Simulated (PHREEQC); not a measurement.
**Reverse-osmosis permeate**

A made-up water analysis in mg/kgw, 25 °C, pH 6.96, pe 12.4:

```json
[
 {"constituent": "Na", "mg/kgw": "6.77"},
 {"constituent": "K", "mg/kgw": "0.0136"},
 {"constituent": "Ca", "mg/kgw": "2.13"},
 {"constituent": "Mg", "mg/kgw": "3.64"},
 {"constituent": "Cl", "mg/kgw": "6.78"},
 {"constituent": "S(6) as SO4", "mg/kgw": "7.99"},
 {"constituent": "Alkalinity as HCO3", "mg/kgw": "21.6"},
 {"constituent": "Pb", "mg/kgw": "1.9"}
]
```

Na is adjusted to close the charge balance.
Valence states are taken as typed.

Model: ion-association model, phreeqc.dat, run in PHREEQC.

Each row changes one thing in this solution. Precipitation was switched off in this run.

```csv
case,HCO3- (mol/kgw),CO2 (mol/kgw),SO4-2 (mol/kgw),Pb+2 (mol/kgw),PbOH+ (mol/kgw),CO3-2 (mol/kgw),SI of Pb(OH)2 (Pb(OH)2),SI of Cerussite (PbCO3)
as made,0.000341,8.11e-5,8.03e-5,2.57e-6,4.12e-7,1.62e-7,+0.12,+0.63
all concentrations times 3 at the same typed pH,0.00101,0.000235,0.000230,3.67e-6,5.47e-7,5.13e-7,+0.23,+1.20
pH from 6.96 to 6.66 at the same alkalinity,0.000344,0.000163,8.03e-5,3.77e-6,3.02e-7,8.18e-8,-0.32,+0.50
```

Complexes and solids missing from the database can't appear. Some of these states are supersaturated (in Cerussite, Pb(OH)2, for instance).
